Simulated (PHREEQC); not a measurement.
Solution (25 °C): 73 mmol/kgw Cu(NO3)2, 88 mmol/kgw H2SO4 and 39 mmol/kgw Na2SO4. It is in equilibrium with CO2 at log p = -2 (atm). Otherwise closed; pH follows from the charge balance.

All values are PHREEQC results (ion-association model, phreeqc.dat), not measurements.

This is a speciation only: nothing precipitates in the calculation.

Question: Predict the pH.

Answer: pH 1.10.

Question: In which forms is Na present?

Answer: Na+ 97 %, NaSO4- 3.5 % of the Na.

Complexes and solids missing from the database can't appear.
